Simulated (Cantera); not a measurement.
Feed: 1 mol Pb, 0.051 mol CO, 0.4 mol N2, at 1 atm.

These are equilibrium values from Cantera (NASA tables, ideal gas, pure condensed phases), not measurements of a reactor. Candidate condensed phases: C, Pb, PbO, PbO2, Pb3O4; 27 gas species. Rates play no part.

Over these rows the condensed part is C(graphite) + Pb(l). Partial pressures as log10 of bar:

| T (K) | 1000/T (1/K) | log p CO2 | log p N2 | log p CO |
|---|---|---|---|---|
| 873 | 1.1455 | -1.49 | -0.03 | -1.27 |
| 948 | 1.0549 | -1.86 | -0.04 | -1.05 |
| 1023 | 0.9775 | -2.39 | -0.04 | -0.97 |
| 1098 | 0.9107 | ? | -0.05 | -0.95 |
| 1173 | 0.8525 | -3.44 | -0.05 | -0.94 |
| 1248 | 0.8013 | -3.89 | -0.05 | -0.94 |

Problem. Fit log p(CO2) = a + b·(1000/T) to the five rows, give the apparent enthalpy, and predict the row at 1098 K.

Solution. Means: 1000/T = 0.9663, log p = -2.614. Sxy = 0.575273, Sxx = 0.0802635, so b = 7.17 and a = -2.614 − (7.17)×0.9663 = -9.54.
Apparent enthalpy: −19.145 × (7.17) = -137 kJ/mol. With the condensed phases at unit activity, 2 CO(g) = CO2(g) + C(graphite) links this pressure to the main gases: over the six rows their terms move log p by +0.66 in all, so the slope isn't that reaction's ΔH° alone. The five rows lie within 0.16 of the line; that is curvature, so one enthalpy describes this range poorly.
Prediction at 1098 K: -9.54 + (7.17)×0.9107 = -3.01. The computed value is -2.94, 0.07 from the line.
